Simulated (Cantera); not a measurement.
A perfectly stirred reactor is fed with CO : H2 : O2 : N2 : H2O = 1 : 0.1 : 0.5 : 1.88 : 0.67 (molar parts), equivalence ratio 1.1, at 360 Torr; it is adiabatic with a 325 K inlet, and is followed from long to short residence time, starting on the burning branch (τ in s: 0.027, 0.011, 0.0044, 0.0018, 0.00073, 0.0003, 0.00012, 4.8e-05, 2e-05).

Cantera simulation using GRI-Mech 3.0 (53 species, 325 reactions); the numbers are that mechanism's predictions, not measurements.

### Question
Predict: blow-out, bracketed by the residence times tried; x(CO) at τ = 27.0 ms; x(H2) at τ = 27.0 ms; x(O2) at τ = 27.0 ms; x(NO2) at τ = 27.0 ms; x(NO) at τ = 27.0 ms; x(CO) at τ = 0.730 ms; x(H2) at τ = 0.730 ms; x(O2) at τ = 0.730 ms; x(NO2) at τ = 0.730 ms; x(NO) at τ = 0.730 ms.

### Answer
| Quantity | Result |
|---|---|
| blow-out, bracketed by the residence times tried | burning at 0.300 ms, out at 0.120 ms |
| x(CO) at τ = 27.0 ms | 0.0450 |
| x(H2) at τ = 27.0 ms | 0.00843 |
| x(O2) at τ = 27.0 ms | 0.0119 |
| x(NO2) at τ = 27.0 ms | 7.31e-9 |
| x(NO) at τ = 27.0 ms | 8.02e-5 |
| x(CO) at τ = 0.730 ms | 0.0758 |
| x(H2) at τ = 0.730 ms | 0.0159 |
| x(O2) at τ = 0.730 ms | 0.0322 |
| x(NO2) at τ = 0.730 ms | 1.35e-9 |
| x(NO) at τ = 0.730 ms | 1.49e-5 |
